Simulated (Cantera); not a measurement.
Charge: 1 mol PbS, 80 mol H2, 0.38 mol N2, at 923.15 K and 1 atm.

Method: chemical equilibrium by Gibbs-energy minimisation in Cantera with the NASA 1993 tables (ideal gas, pure condensed phases). Candidate condensed phases: Pb, PbS, S; 18 gas species. Kinetics and transport are ignored.

Base state: H2 0.987, H2S 0.00817, N2 0.00469, NH3 6.87e-5 (mole fractions); condensed: Pb(l) + PbS(s).

What changes in the equilibrium state with this change: temperature from 923.15 K to 1525 K?


```csv
species,before,after
H2,0.987,0.975
Pb,2.51e-6,0.00811
H2S,0.00817,0.00806
PbS,9.61e-6,0.00417
H,<1e-9,2.32e-5
SH,9.51e-9,4.49e-5
NH3,6.87e-5,3.83e-6
N2,0.00469,0.00467
"Pb(l), mol",0.657,0
"PbS(s), mol",0.342,0
```
